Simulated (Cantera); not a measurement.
An adiabatic, constant-pressure homogeneous reactor starts with H₂ : O₂ : N₂ = 1 : 0.278 : 1.04 (molar parts), at 1625 K and 1.78 atm.

Detailed kinetics in Cantera: the H2/O2 subset of GRI-Mech 3.0, which has no nitrogen chemistry.

One state of this run: T (K) = 2319; x H₂ = 0.176; x O₂ = 0.00454; x O = 0.00894; x HO₂ = 3.67e-6; x H₂O = 0.212; x H₂O₂ = 3.08e-7; x H = 0.108. x: mole fraction; the columns are a selection and need not sum to one.

Which value of t (s) does it belong to?
(A) 0.0502
(B) 1.26e-5
(C) 0.000199
(D) 2.00

B, 1.26e-5
